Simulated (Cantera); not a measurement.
Feed: 1 mol SiHCl3, 4.1 mol NH3, at 1298.15 K and 0.133 bar.

Equilibrium computed with Cantera from the NASA thermochemical tables; the gas is ideal and each condensed phase is pure. Candidate condensed phases: NH4Cl, Si, Si3N4; 28 gas species. The tables' values for SiCl3 are old estimates; treat these amounts as uncertain. Rates play no part.

Base state: H2 0.553, HCl 0.291, N2 0.150, SiCl4 0.00520, SiCl3 0.000541, SiHCl3 0.000447, SiCl2 0.000336 (mole fractions); condensed: Si3N4(s).

### Question
What changes in the equilibrium state with this change: temperature from 1298.15 K to 1500 K?

### Answer
```json
[
 {"species": "H2", "before": "0.553", "after": "0.556"},
 {"species": "HCl", "before": "0.291", "after": "0.277"},
 {"species": "N2", "before": "0.150", "after": "0.154"},
 {"species": "SiCl2", "before": "0.000336", "after": "0.00775"},
 {"species": "H", "before": "2.19e-6", "after": "3.59e-5"},
 {"species": "Cl", "before": "9.71e-7", "after": "1.44e-5"},
 {"species": "SiCl3", "before": "0.000541", "after": "0.00262"},
 {"species": "SiH2Cl2", "before": "5.41e-6", "after": "1.93e-5"},
 {"species": "Si3N4(s), mol", "before": "0.313", "after": "0.289"}
]
```
